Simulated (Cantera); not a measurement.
**Equilibrium for iron carbonyl, mercury and lead vapours: PbO + H2 + N2**

A closed system holds: 1 mol PbO, 0.047 mol H2, 3.3 mol N2, held at 10.0 Torr.

Cantera equilibrium calculation (NASA polynomials, part measured and part estimated; ideal gas, pure solids and liquids). Candidate condensed phases: H2O, Pb, PbO, PbO2, Pb3O4; 27 gas species. Gases not in the tables: (PbO)n polymers. Rates play no part.

| T (°C) | x N2 | x PbO | x Pb | x O2 | x H2O | x NO | n PbO(l) |
|---|---|---|---|---|---|---|---|
| 902 | 0.969 | 0.00302 | 0.0138 | 3.26e-7 | 0.0138 | 2.22e-7 | 0.943 |
| 952 | 0.964 | 0.00847 | 0.0137 | 7.39e-6 | 0.0137 | 1.55e-6 | 0.924 |
| 1002 | 0.951 | 0.0217 | 0.0138 | 0.000128 | 0.0135 | 9.08e-6 | 0.877 |
| 1052 | 0.918 | 0.0518 | 0.0158 | 0.00135 | 0.0131 | 4.02e-5 | 0.757 |
| 1102 | 0.842 | 0.115 | 0.0247 | 0.00631 | 0.0120 | 0.000113 | 0.452 |
| 1152 | 0.748 | 0.187 | 0.0394 | 0.0143 | 0.0106 | 0.000211 | 0 |
| 1202 | 0.745 | 0.178 | 0.0475 | 0.0183 | 0.0106 | 0.000310 | 0 |
| 1252 | 0.741 | 0.168 | 0.0565 | 0.0227 | 0.0105 | 0.000440 | 0 |
x: gas mole fraction; n: condensed amount in mol.

From 902 °C to 1102 °C the condensed part is PbO(l). From 1152 °C to 1252 °C nothing is condensed.
